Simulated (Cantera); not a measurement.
## Pyrogenic steam for wet oxidation

An isothermal, constant-pressure homogeneous reactor starts with 2.79 % H2, 6.48 % O2, 90.7 % N2, equivalence ratio 0.21, at 1050 K and 0.148 atm.

Cantera simulation using the H2/O2 subset of GRI-Mech 3.0, which has no nitrogen chemistry; the numbers are that mechanism's predictions, not measurements.

```
t (s)         x H2    x O2     x HO2    x H2O2     x H2O
--------  --------  ------  --------  --------  --------
2.00e-5     0.0279  0.0648  1.46e-11    <1e-12    <1e-12
6.91e-5     0.0279  0.0648  5.16e-11    <1e-12  1.09e-11
0.000239    0.0279  0.0648  1.99e-10    <1e-12  2.91e-10
0.000825    0.0279  0.0648   4.70e-9  4.33e-12   5.32e-8
0.00285    0.00623  0.0545   5.18e-6   3.73e-7    0.0174
0.00985   0.000170  0.0516   3.15e-6   3.14e-7    0.0280
0.0340     1.31e-5  0.0516   6.64e-7   1.09e-7    0.0282
0.118      1.06e-6  0.0516   9.53e-8   2.41e-8    0.0283
0.406      8.92e-8  0.0516   1.57e-8   5.04e-9    0.0283
1.40       1.35e-8  0.0516   3.41e-9   1.22e-9    0.0283
4.85       3.06e-9  0.0516  9.02e-10  3.28e-10    0.0283
16.8      8.10e-10  0.0516  3.13e-10  9.35e-11    0.0283
57.9      2.48e-10  0.0516  2.08e-10  2.92e-11    0.0283
200       1.25e-10  0.0516  2.26e-10  1.40e-11    0.0283
```
x: mole fraction; the columns are a selection and need not sum to one.

Equilibrium at this temperature and pressure: H2 1.17e-10, O2 0.0516, HO2 2.30e-10, H2O2 1.29e-11, H2O 0.0283 (gas phase only).
